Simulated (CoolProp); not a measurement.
Carbon monoxide at 293.15 K and 0.2 MPa is throttled through a valve to 0.12 MPa with no heat exchange. Each further row changes one setting.

Model: reference Helmholtz-energy equation of state, Lemmon 2006, in CoolProp. It is a short technical equation, of lower accuracy than the large ones.

```
case                       temperature change (K)  final density (kg/m³)
-------------------------  ----------------------  ---------------------
as stated                                    -0.2                   1.38
outlet pressure 0.036 MPa                    -0.4                  0.414
outlet pressure 0.156 MPa                    -0.1                   1.79
```
